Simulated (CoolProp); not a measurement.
Vapour-liquid equilibrium of n-hexane (1) + toluene (2) at 34.85 °C; x and y are mole fractions of (1).

Computed with CoolProp (multi-fluid Helmholtz-energy mixture model, Thol 2019 and Lemmon 2006; pair parameters Bell 2016).

```json
[
 {"x": "0.05", "bubble pressure, mixture model (kPa)": "___", "bubble pressure, Raoult's law (kPa)": "7.411", "y, mixture model": "___", "y, Raoult's law": "0.205"},
 {"x": "0.2", "bubble pressure, mixture model (kPa)": "13.35", "bubble pressure, Raoult's law (kPa)": "11.04", "y, mixture model": "0.618", "y, Raoult's law": "0.551"},
 {"x": "0.35", "bubble pressure, mixture model (kPa)": "17.22", "bubble pressure, Raoult's law (kPa)": "14.68", "y, mixture model": "0.748", "y, Raoult's law": "0.725"},
 {"x": "0.5", "bubble pressure, mixture model (kPa)": "20.48", "bubble pressure, Raoult's law (kPa)": "18.31", "y, mixture model": "0.825", "y, Raoult's law": "0.831"},
 {"x": "0.65", "bubble pressure, mixture model (kPa)": "23.46", "bubble pressure, Raoult's law (kPa)": "21.95", "y, mixture model": "0.884", "y, Raoult's law": "0.901"},
 {"x": "0.8", "bubble pressure, mixture model (kPa)": "26.38", "bubble pressure, Raoult's law (kPa)": "25.58", "y, mixture model": "0.935", "y, Raoult's law": "0.952"},
 {"x": "0.95", "bubble pressure, mixture model (kPa)": "___", "bubble pressure, Raoult's law (kPa)": "29.21", "y, mixture model": "0.984", "y, Raoult's law": "0.989"}
]
```

Complete the blanks.


- 0.05, bubble pressure, mixture model (kPa): 8.293
- 0.05, y, mixture model: 0.287
- 0.95, bubble pressure, mixture model (kPa): 29.39

The largest gap from Raoult's law is +20.9 % in bubble pressure, at x = 0.2. No azeotrope shows between x = 0.05 and 0.95.

The pair parameters rest on a limited set of measurements; away from them the model extrapolates.
